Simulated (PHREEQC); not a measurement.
A solution holds 0.0055 mol CuCl2 per kg of water, at 45 °C. Closed to the air; pH follows from the charge balance.

All values are PHREEQC results (ion-association model, wateq4f.dat), not measurements.

```json
[
 {"quantity": "pH", "before": "4.67", "after": "5.78"},
 {"quantity": "CuCl+ (mol/kgw)", "before": "0.000232", "after": "3.74e-8"},
 {"quantity": "Cu2(OH)2+2 (mol/kgw)", "before": "1.08e-5", "after": "2.81e-7"},
 {"quantity": "CuOH+ (mol/kgw)", "before": "1.72e-6", "after": "3.11e-7"},
 {"quantity": "Cu(OH)2 (mol/kgw)", "before": "1.48e-7", "after": "3.88e-7"},
 {"quantity": "SI of Tenorite (CuO)", "before": "-0.06", "after": "+0.35"},
 {"quantity": "SI of Atacamite (Cu2(OH)3Cl)", "before": "+0.53", "after": "-1.69"}
]
```

Problem. Which change was made?
A) CuCl2 from 0.0055 to 0.00605 mol/kgw
B) CuCl2 from 0.0055 to 0.00055 mol/kgw
C) diluted 100-fold with water
D) diluted 5-fold with water
E) temperature from 45 to 35 °C

Solution. C, diluted 100-fold with water

Precipitation was switched off in this run. Some of these states are supersaturated (in Atacamite, Tenorite (slow to form), for instance). Away from 25 °C the constants follow the database's enthalpies or fits; those with neither stay at their 25 °C values.
